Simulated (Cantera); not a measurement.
An adiabatic, constant-volume homogeneous reactor starts with H2 : O2 : N2 : H2O : NO = 1 : 0.649 : 2.44 : 0.27 : 0.22 (molar parts), at 1148 K and 14300 Torr.

Detailed kinetics in Cantera: GRI-Mech 3.0 (53 species, 325 reactions). The hydrogen kinetics of GRI-Mech 3.0 are dated; newer H2 mechanisms differ, most at raised pressure. The pressure lies above the range GRI-Mech 3.0 was tuned for (to about 10 atm). The mechanism lacks 2 NO + O2 → 2 NO2 and HONO, so NO2 and the effect of NO are under-described below about 1400 K.

**Question.** Predict: time of steepest temperature rise; temperature at 0.100 s; equilibrium temperature; x(H2) at 0.100 s; x(O2) at 0.100 s; x(H2O) at 0.100 s; x(NO2) at 0.100 s; x(N2O) at 0.100 s; x(OH) at 0.100 s; x(H) at 0.100 s.

**Answer.** 
```json
{
  "time_of_steepest_temperature_rise": "12.0 µs",
  "temperature at 0.100 s": "2909 K",
  "equilibrium_temperature": "2909 K",
  "x(H2) at 0.100 s": "0.00646 (gas-phase equilibrium 0.00646)",
  "x(O2) at 0.100 s": "0.0506 (gas-phase equilibrium 0.0506)",
  "x(H2O) at 0.100 s": "0.291 (gas-phase equilibrium 0.291)",
  "x(NO2) at 0.100 s": "3.68e-5 (gas-phase equilibrium 3.68e-5)",
  "x(N2O) at 0.100 s": "6.02e-6 (gas-phase equilibrium 6.02e-6)",
  "x(OH) at 0.100 s": "0.0202 (gas-phase equilibrium 0.0202)",
  "x(H) at 0.100 s": "0.00146 (gas-phase equilibrium 0.00146)"
}
```
